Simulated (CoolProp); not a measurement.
The numbers come from the reference Helmholtz-energy equation of state, Lemmon 2006 in CoolProp. It is a short technical equation, of lower accuracy than the large ones.

For toluene, give the phase and the cp (kJ/(kg K)), isothermal compressibility (1/MPa), viscosity (µPa s) at 15.55 °C and 10.6 MPa.


- 15.55 °C and 10.6 MPa: liquid; cp 1.66, isothermal compressibility 0.000786, viscosity 678

Viscosity comes from a separate model (Avgeri 2015).
